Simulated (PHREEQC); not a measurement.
A PHREEQC speciation (ion-association model, wateq4f.dat) at 25 °C gives pH 2.55 and these molalities:

```
species    mol/kgw
---------  -------
SO4-2       0.0373
Mg+2        0.0314
MgSO4       0.0306
AlSO4+      0.0123
Al(SO4)2-  0.00462
HSO4-      0.00433
H+         0.00346
Al+3       0.00168
AlHSO4+2   6.90e-6
AlOH+2     2.58e-6
```

Question: What are the element totals, and what could have been dissolved in 1 kg of water to give them?

Answer: This is not unique; one that fits is totals Al 0.0186, Mg 0.0620, S(6) 0.0938 mol/kgw, from 3.9 mmol/kgw H2SO4, 9.3 mmol/kgw Al2(SO4)3 and 62 mmol/kgw MgSO4.

No solid was allowed to form.
